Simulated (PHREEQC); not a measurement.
## Buffer (model solution)

Solution (35 °C): 0.0145 mol KHCO3, 0.019 mol KOH and 4.6e-05 mol NaCl per kg of water. Closed to the air; pH follows from the charge balance.

The numbers come from PHREEQC with the ion-association model, wateq4f.dat.

No solid was allowed to form.

What pH does the model give?

pH 11.31.

In which forms is Na present?

Na+ 84 %, NaCO3- 16 % of the Na.

Complexes and solids missing from the database can't appear.
